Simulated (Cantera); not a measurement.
What does this Cantera script print?

```python
import numpy as np
import cantera as ct

gas = ct.Solution("h2o2.yaml")
gas.TPX = 423, 13000, {'H2': 1, 'O2': 0.909, 'N2': 3.42, 'H2O': 0.27}
flame = ct.FreeFlame(gas, width=0.17)
flame.set_refine_criteria(ratio=3, slope=0.08, curve=0.16)
flame.transport_model = "mixture-averaged"
flame.solve(loglevel=0, auto=True)
z, T = flame.grid, flame.T
thick = (T[-1] - T[0]) / np.gradient(T, z).max()
show = ['H2', 'O2', 'H2O', 'HO2', 'H', 'OH']
print(f"laminar burning velocity  {flame.velocity[0] * 100:.3f} cm/s")
print(f"burnt temperature         {T[-1]:.1f} K")
print(f"thermal thickness         {thick * 1e3:.4f} mm")
print(f"grid points               {len(z)}")
z0 = z[flame.heat_release_rate.argmax()]
print(f"{'z/mm':>9s}{'T/K':>9s}{'u/(m/s)':>9s}" + "".join(f"{s:>11s}" for s in show))
rows = []
for k in (-3, -2, -1.5, -1, -0.5, -0.25, 0, 0.25, 0.5, 1, 2, 4, 8):
    zz = z0 + k * thick
    rows.append([k * thick, np.interp(zz, z, T), np.interp(zz, z, flame.velocity),
                 *(np.interp(zz, z, flame.X[gas.species_index(s)]) for s in show)])
    print(f"{rows[-1][0] * 1e3:9.3f}{rows[-1][1]:9.1f}{rows[-1][2]:9.3f}" + "".join(f"{x:11.3e}" for x in rows[-1][3:]))
```

Result:

```
laminar burning velocity  162.461 cm/s
burnt temperature         1746.6 K
thermal thickness         4.9366 mm
grid points               107
     z/mm      T/K  u/(m/s)         H2         O2        H2O        HO2          H         OH
  -14.810    423.0    1.625  1.786e-01  1.624e-01  4.822e-02  1.147e-12  6.019e-16  5.463e-16
   -9.873    423.0    1.625  1.786e-01  1.624e-01  4.822e-02  1.008e-10  5.081e-14  4.497e-14
   -7.405    423.0    1.624  1.785e-01  1.624e-01  4.823e-02  2.976e-09  1.224e-12  9.614e-13
   -4.937    423.1    1.624  1.779e-01  1.625e-01  4.827e-02  3.156e-07  9.080e-10  1.131e-10
   -2.468    445.7    1.691  1.670e-01  1.639e-01  5.020e-02  9.913e-05  3.623e-05  3.150e-05
   -1.234    644.4    2.388  1.340e-01  1.596e-01  7.045e-02  6.900e-05  2.339e-03  4.265e-04
    0.000    966.7    3.504  7.431e-02  1.356e-01  1.274e-01  2.872e-05  1.350e-02  1.211e-03
    1.234   1205.2    4.336  2.623e-02  1.004e-01  1.894e-01  1.588e-05  2.161e-02  3.868e-03
    2.468   1330.8    4.770  1.341e-02  8.772e-02  2.107e-01  1.157e-05  1.924e-02  5.638e-03
    4.937   1455.7    5.187  9.981e-03  8.341e-02  2.209e-01  8.677e-06  1.253e-02  6.952e-03
    9.873   1567.2    5.548  7.316e-03  8.140e-02  2.292e-01  6.331e-06  6.527e-03  7.338e-03
   19.747   1652.1    5.817  4.404e-03  8.039e-02  2.364e-01  4.196e-06  2.671e-03  6.558e-03
   39.493   1706.2    5.985  2.107e-03  8.021e-02  2.416e-01  2.349e-06  8.169e-04  4.940e-03
```

Model: the H2/O2 subset of GRI-Mech 3.0, which has no nitrogen chemistry, integrated in Cantera. Burning velocities carry a grid error of a few per cent, more on coarse grids. Lean hydrogen flames are cellular in practice and burn faster than this planar one.
